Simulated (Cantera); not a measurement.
A closed system holds: 1 mol B, 21 mol H2, 0.88 mol N2.

Method: chemical equilibrium by Gibbs-energy minimisation in Cantera with the NASA 1993 tables (ideal gas, pure condensed phases). Candidate condensed phases: B, BN; 15 gas species. N2 is the only nitrogen source here; it is nearly inert below about 1500 K, so the nitride shown seldom forms there in practice. Mutual solubility and eutectic melting of coexisting phases are not modelled. The numbers say what is thermodynamically allowed, not how fast it happens.

Q: What condenses at these points (T in °C, P in Pa): (1677, 16000); (1977, 10); (1827, 400); (1827, 40000); (1377, 6300); (627, 400); (1677, 160)?

A: 
```
T (°C)  P in Pa  condensed phases  B condensed (%)
------  -------  ----------------  ---------------
1677      16000                BN             99.9
1977         10          gas only              0.0
1827        400                 B             97.9
1827      40000                BN             99.5
1377       6300                BN            100.0
627         400                BN            100.0
1677        160            B + BN             99.2
```
